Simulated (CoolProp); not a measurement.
Vapour pressure (bar) of cyclopentane: the reference equation beside estimates from Tc = 238.6 °C, pc = 45.83 bar, ω = 0.202.

Computed with CoolProp (reference Helmholtz-energy equation of state, Gedanitz 2015).

| T (°C) | reference | Lee-Kesler | van der Waals | Soave-Redlich-Kwong |
|---|---|---|---|---|
| -5.75 | ? | 0.1013 | 1.707 | 0.1031 |
| 24.55 | 0.4160 | 0.4021 | 3.324 | 0.4058 |
| 54.85 | 1.214 | 1.196 | 5.770 | 1.199 |
| 85.15 | 2.886 | 2.886 | ? | 2.885 |
| 115.45 | 5.911 | 5.960 | 13.75 | 5.971 |
| 145.85 | 10.86 | 10.98 | 19.54 | 11.06 |
| 176.15 | 18.33 | 18.54 | 26.66 | 18.77 |
| 206.45 | ? | 29.41 | 35.18 | 29.77 |

### Question
Some entries are withheld; supply them.

### Answer

- -5.75, reference: 0.1070
- 85.15, van der Waals: 9.199
- 206.45, reference: 29.13

Absolute difference from the reference over all 8 rows, mean and median: Lee-Kesler 1.8 and 1.1 %, van der Waals 383.4 and 175.7 %, Soave-Redlich-Kwong 1.9 and 2.0 %.
